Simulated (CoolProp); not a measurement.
Properties of C3F8 (R218) along the isobar 8.53 MPa.

Model: reference Helmholtz-energy equation of state, Lemmon 2006, in CoolProp. It is a short technical equation, of lower accuracy than the large ones.

```csv
T (K),phase,Z,cv (kJ/(kg K)),Joule-Thomson coefficient (K/MPa),conductivity (mW/(m K)),fugacity coefficient
192.5,liquid,0.5583,0.6083,-0.4104,75.9,…
204,liquid,0.5382,…,-0.3905,73.5,0.003507
215.5,liquid,0.5208,0.6500,-0.3684,70.9,0.006814
227,liquid,0.5058,0.6700,-0.3437,68.2,0.01217
238.6,liquid,0.4929,0.6898,-0.3156,65.5,0.02033
250.1,liquid,0.4821,0.7089,-0.2839,62.7,0.03182
261.6,liquid,0.4731,0.7278,…,60.0,0.04729
273.1,liquid,0.4660,0.7464,-0.2046,57.3,0.06719
284.6,liquid,0.4607,0.7647,…,54.6,…
296.1,liquid,0.4572,0.7828,-0.09364,52.1,0.1212
307.6,liquid,0.4556,0.8007,-0.01994,49.6,0.1552
319.1,liquid,0.4562,0.8183,0.07116,…,0.1936
330.7,liquid,0.4593,0.8359,0.1866,45.1,0.2360
342.2,liquid,0.4651,0.8531,0.3320,43.1,0.2811
353.7,supercritical,0.4744,0.8700,0.5178,41.3,0.3283
365.2,supercritical,0.4877,0.8865,0.7543,39.8,0.3767
```

Question: Complete the blanks.

Answer: 
- 192.5, fugacity coefficient: 0.001632
- 204, cv (kJ/(kg K)): 0.6295
- 261.6, Joule-Thomson coefficient (K/MPa): -0.2473
- 284.6, Joule-Thomson coefficient (K/MPa): -0.1542
- 284.6, fugacity coefficient: 0.09180
- 319.1, conductivity (mW/(m K)): 47.3

Thermal conductivity comes from a separate model (Huber 2003), an estimate that may be off by 10 % or more.
